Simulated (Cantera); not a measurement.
Cantera with NASA thermochemical tables; ideal gases at 1 bar, condensed phases pure. Values are per mole of reaction as written; species without (g) are pure solids or liquids, kept so even where they would boil at 1 bar.

3 CH₄(g) + CCl₄(g) + Ti = 2 C₂H₆(g) + TiCl₄(g), with ΔH° = -611.3 kJ and ΔS° = -86.7 J/K at 300 K.

Problem. How far is the shortcut ΔG° ≈ ΔH°(300 K) − T·ΔS°(300 K) from the full temperature-dependent value at 2348, 2448, 2548, 2648, 2748, 2848, 2948 K?

Solution. 
| T (K) | shortcut (kJ) | full (kJ) | difference (kJ) | difference in log10 K | condensed phases |
|---|---|---|---|---|---|
| 2348 | -407.8 | -378.9 | -28.9 | 0.64 | Ti(l) |
| 2448 | -399.1 | -366.9 | -32.2 | 0.69 | Ti(l) |
| 2548 | -390.5 | -354.7 | -35.7 | 0.73 | Ti(l) |
| 2648 | -381.8 | -342.4 | -39.3 | 0.78 | Ti(l) |
| 2748 | -373.1 | -330.0 | -43.1 | 0.82 | Ti(l) |
| 2848 | -364.4 | -317.4 | -47.1 | 0.86 | Ti(l) |
| 2948 | -355.8 | -304.6 | -51.2 | 0.91 | Ti(l) |
The shortcut ignores heat capacities and the phase changes listed.
